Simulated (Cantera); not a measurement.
A closed system holds: 1 mol Cu2O, a varied amount of H2, equilibrated at 1975 K and 1.70 bar.

Method: chemical equilibrium by Gibbs-energy minimisation in Cantera with the NASA 1993 tables (ideal gas, pure condensed phases). Candidate condensed phases: Cu, CuO, Cu(OH)2, Cu2O, H2O; 12 gas species. Each liquid is taken as pure. Mutual solubility and eutectic melting of coexisting phases are not modelled. Kinetics and transport are ignored.

x: gas mole fraction; n: condensed amount in mol.

```json
[
 {"n(H2) (mol)": "0.4", "x H2O": "0.986", "x H2": "0.00212", "x O2": "0.00726", "x OH": "0.00214", "x Cu": "0.00200", "n Cu(l)": "0.810", "n Cu2O(l)": "0.595"},
 {"n(H2) (mol)": "0.57", "x H2O": "0.986", "x H2": "0.00212", "x O2": "0.00726", "x OH": "0.00214", "x Cu": "0.00200", "n Cu(l)": "1.15", "n Cu2O(l)": "0.422"},
 {"n(H2) (mol)": "0.73", "x H2O": "0.986", "x H2": "0.00212", "x O2": "0.00726", "x OH": "0.00214", "x Cu": "0.00200", "n Cu(l)": "1.48", "n Cu2O(l)": "0.260"},
 {"n(H2) (mol)": "0.89", "x H2O": "0.986", "x H2": "0.00212", "x O2": "0.00726", "x OH": "0.00214", "x Cu": "0.00200", "n Cu(l)": "1.80", "n Cu2O(l)": "0.0978"},
 {"n(H2) (mol)": "1.1", "x H2O": "0.907", "x H2": "0.0907", "x O2": "3.34e-6", "x OH": "0.000301", "x Cu": "0.00200", "n Cu(l)": "2.00", "n Cu2O(l)": "0"},
 {"n(H2) (mol)": "1.2", "x H2O": "0.831", "x H2": "0.166", "x O2": "8.36e-7", "x OH": "0.000204", "x Cu": "0.00200", "n Cu(l)": "2.00", "n Cu2O(l)": "0"},
 {"n(H2) (mol)": "1.4", "x H2O": "0.712", "x H2": "0.285", "x O2": "2.09e-7", "x OH": "0.000134", "x Cu": "0.00200", "n Cu(l)": "2.00", "n Cu2O(l)": "0"},
 {"n(H2) (mol)": "1.5", "x H2O": "0.665", "x H2": "…", "x O2": "…", "x OH": "…", "x Cu": "0.00200", "n Cu(l)": "2.00", "n Cu2O(l)": "0"},
 {"n(H2) (mol)": "1.7", "x H2O": "0.587", "x H2": "0.410", "x O2": "6.82e-8", "x OH": "9.16e-5", "x Cu": "0.00200", "n Cu(l)": "2.00", "n Cu2O(l)": "0"},
 {"n(H2) (mol)": "1.9", "x H2O": "0.525", "x H2": "0.472", "x O2": "4.13e-8", "x OH": "7.64e-5", "x Cu": "0.00200", "n Cu(l)": "2.00", "n Cu2O(l)": "0"},
 {"n(H2) (mol)": "2", "x H2O": "0.499", "x H2": "0.498", "x O2": "3.34e-8", "x OH": "7.06e-5", "x Cu": "0.00200", "n Cu(l)": "2.00", "n Cu2O(l)": "0"},
 {"n(H2) (mol)": "2.2", "x H2O": "…", "x H2": "0.544", "x O2": "…", "x OH": "…", "x Cu": "0.00200", "n Cu(l)": "2.00", "n Cu2O(l)": "0"},
 {"n(H2) (mol)": "2.4", "x H2O": "0.416", "x H2": "0.582", "x O2": "1.71e-8", "x OH": "5.45e-5", "x Cu": "0.00200", "n Cu(l)": "2.00", "n Cu2O(l)": "0"}
]
```

Problem. What belongs in the gaps?

Solution. 
- 1.5, x H2: 0.332
- 1.5, x O2: 1.34e-7
- 1.5, x OH: 0.000115
- 2.2, x H2O: 0.453
- 2.2, x O2: 2.32e-8
- 2.2, x OH: 6.15e-5
